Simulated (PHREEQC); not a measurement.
A column of 0.5 m (40 cells, dispersivity 0.04 m, 3600 s a shift, diffusion coefficient 3e-10 m²/s) holds 0.041 eq of the database's cation exchanger X per kg of pore water, first in equilibrium with 0.015 mol/kgw MgSO4, 0.017 mol/kgw NaCl and 1e-05 mol/kgw HCl. It is flushed with 0.001 mol/kgw MnCl2, 0.024 mol/kgw ZnCl2 and 1e-05 mol/kgw HCl, at 15 °C. Values are for the last cell. CO2 from the air is kept out. No solid was allowed to form.

Computed with PHREEQC (ion-association model, phreeqc.dat).

Predict S in solution (mol/kgw), Na in solution (mol/kgw) at pore volumes = 2.388, 2.513.


```tsv
pore volumes	S in solution (mol/kgw)	Na in solution (mol/kgw)
2.388	8.86e-5	0.000282
2.513	5.81e-5	0.000194
```
